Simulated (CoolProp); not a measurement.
n-undecane at 385.18 K and 0.00413 MPa is throttled through a valve to 0.00081 MPa with no heat exchange. Each further row changes one setting.

Computed with CoolProp (reference Helmholtz-energy equation of state, Aleksandrov 2011). It is a short technical equation, of lower accuracy than the large ones.

```csv
case,temperature change (K),final density (kg/m³)
as stated,-0.2,0.0396
outlet pressure 0.000243 MPa,-0.3,0.0119
outlet pressure 0.00105 MPa,-0.2,0.0514
```
